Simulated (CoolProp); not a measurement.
A Linde-Hampson liquefier for ethylene: isothermal reversible compression at 320 K from 1 atm to 5 MPa, throttling to 1 atm, return gas leaving the recuperator 0 K below the feed. Each further row changes one setting.

Model: reference Helmholtz-energy equation of state, Smukala 2000, in CoolProp.

```csv
case,liquid yield per pass,compression work (kJ/kg of gas)
as stated,0.121,347
high pressure 10 MPa,0.320,386
warm-end temperature 350 K,0.087,387
warm-end gap 5 K,0.110,347
```
